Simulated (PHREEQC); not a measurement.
A column of 0.2 m (30 cells, dispersivity 0.007 m, 300 s a shift, diffusion coefficient 3e-10 m²/s) holds 0.087 eq of the database's cation exchanger X per kg of pore water, first in equilibrium with 6.1 mmol/kgw NaCl, 9 mmol/kgw LiCl and 0.01 mmol/kgw HCl. It is flushed with 0.012 mol MgCl2, 0.029 mol KCl, 0.0087 mol LiCl and 1e-05 mol HCl per kg of water, at 25 °C. Values are for the last cell. The system is closed to CO2. Precipitation was switched off in this run.

The series has 31 steps of pore volumes, from 0 to 5.017.

Equilibrium calculation in PHREEQC: ion-association model, phreeqc.dat.

After how many pore volumes does K at the outlet first reach half of its feed value?

By 2.5 pore volumes.

After how many pore volumes does Mg at the outlet first reach half of its feed value?

By 2.9 pore volumes.
